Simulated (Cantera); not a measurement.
Input (Python, Cantera) and output of one run.

```python
import numpy as np
import cantera as ct

gas_names = """
    H H2 Si SiH SiH2 SiH3 SiH4 Si2 Si3
""".split()
cond_names = """
    Si(cr) Si(L)
""".split()


# ... load() reads the species with a 1 bar reference pressure and builds the phases ...
atoms = {
    'SiH4': {'Si': 1, 'H': 4},
    'H2': {'H': 2},
}
top_T = {}  # K; cautious upper limits of use, not melting points


# ... equilibrate(T, P, feed) seeds the gas with the atoms and calls Mixture.equilibrate('TP', solver="vcs", rtol=1e-11, max_steps=5000) ...
results = []
feed = {'SiH4': 1, 'H2': 320}  # mol
T = 2098.15  # K
for P in [100, 240, 560, 1300, 3200, 7500, 18000, 42000, 100000]:
    mix = equilibrate(T, P, feed)
    results.append((T, P, feed, dict(zip(mix.species_names, mix.species_moles))))

top = {s: max(r[3][s] / sum(r[3][g] for g in gas_names) for r in results) for s in gas_names}
cols = sorted((s for s in top if top[s] > 1e-06), key=lambda s: -top[s])[:7]
seen = [c for c in cond_names if any(r[3].get(c, 0) > 1e-12 for r in results)]
print("log10 of partial pressures in bar; condensed amounts in mol")
print(f"{'P/Pa':>10s}" + "".join(f"{s[:9]:>10s}" for s in cols + seen))
for T, P, feed, n in results:
    ng = sum(n[g] for g in gas_names)
    print(f"{P:10.4g}" + "".join(f"{np.log10(max(n[s] / ng * P / 1e5, 1e-99)):10.3f}" for s in cols)
          + "".join(f"{n.get(c, 0):10.4g}" for c in seen))
```

Result:

```
log10 of partial pressures in bar; condensed amounts in mol
      P/Pa        H2         H        Si       SiH      SiH2       Si2       Si3     Si(L)
       100    -3.044    -4.033    -5.538    -7.323    -8.441    -9.079   -11.422         0
       240    -2.648    -3.836    -5.155    -6.743    -7.663    -8.314   -10.275         0
       560    -2.271    -3.647    -4.791    -6.191    -6.922    -7.586    -9.183         0
      1300    -1.899    -3.461    -4.437    -5.650    -6.196    -6.878    -8.120         0
      3200    -1.504    -3.263    -4.072    -5.088    -5.435    -6.148    -7.026         0
      7500    -1.131    -3.077    -3.883    -4.713    -4.874    -5.770    -6.459    0.2732
   1.8e+04    -0.748    -2.886    -3.883    -4.521    -4.491    -5.770    -6.459    0.6448
   4.2e+04    -0.379    -2.701    -3.883    -4.337    -4.122    -5.770    -6.459    0.8023
     1e+05    -0.002    -2.512    -3.883    -4.148    -3.745    -5.770    -6.459    0.8749
```

Cantera equilibrium calculation (NASA polynomials, part measured and part estimated; ideal gas, pure solids and liquids). Gases not in the tables: Si2H6 and higher silanes.
